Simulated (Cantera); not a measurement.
Feed: 1 mol CH₄, 0.14 mol NH₃, 6 mol N₂, held at 2600 °C and 0.0100 bar.

These are equilibrium values from Cantera (NASA tables, ideal gas, pure condensed phases), not measurements of a reactor. Candidate condensed phases: C, C₆H₆, C₇H₈, C₈H₁₈; 92 gas species. Kinetics and transport are ignored.

Base state: N₂ 0.596, H 0.273, H₂ 0.0673, HCN 0.0319, CN 0.0117, C₃ 0.00757, HNC 0.00541, C₂H₂ (acetylene) 0.00285 (mole fractions); condensed: C(graphite).

Problem. What changes in the equilibrium state with this change: temperature from 2600 °C to 2150 °C?

Solution. 
```json
[
 {"species": "N₂", "before": "0.596", "after": "0.691"},
 {"species": "H₂", "before": "0.0673", "after": "0.203"},
 {"species": "H", "before": "0.273", "after": "0.0798"},
 {"species": "CN", "before": "0.0117", "after": "0.000443"},
 {"species": "HCN", "before": "0.0319", "after": "0.0217"},
 {"species": "C₅", "before": "9.27e-5", "after": "3.04e-8"},
 {"species": "C₄", "before": "1.75e-5", "after": "6.50e-9"},
 {"species": "C(graphite), mol", "before": "0.168", "after": "0.760"}
]
```
